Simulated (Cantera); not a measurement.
**Thermodynamics of calcination and drying, feed MgCO3 + CO2**

A closed system holds: 1 mol MgCO3, 0.57 mol CO2, equilibrated at 2148 K.

These are equilibrium values from Cantera (NASA tables, ideal gas, pure condensed phases), not measurements of a reactor. Candidate condensed phases: C, Mg, MgCO3, MgO; 15 gas species. The numbers say what is thermodynamically allowed, not how fast it happens.

From 10.0 Pa to 1000000 Pa the condensed part is MgO(s). The main Mg-bearing gas is Mg throughout.

```csv
P (Pa),log p CO2,log p CO,log p Mg,log p O2,log p O,n MgO(s)
10,-4.58,-4.59,-4.69,-4.73,-5.08,0.374
100,-3.21,-3.62,-5.08,-3.94,-4.69,0.984
1000,-2.10,-2.88,-5.45,-3.20,-4.31,0.999
10000,-1.05,-2.18,-5.81,-2.49,-3.96,1.000
100000,-0.02,-1.50,-6.15,-1.80,-3.62,1.000
1000000,0.99,-0.83,-6.49,-1.13,-3.28,1.00
```
log p: log10 of the partial pressure in bar; n: condensed amount in mol.
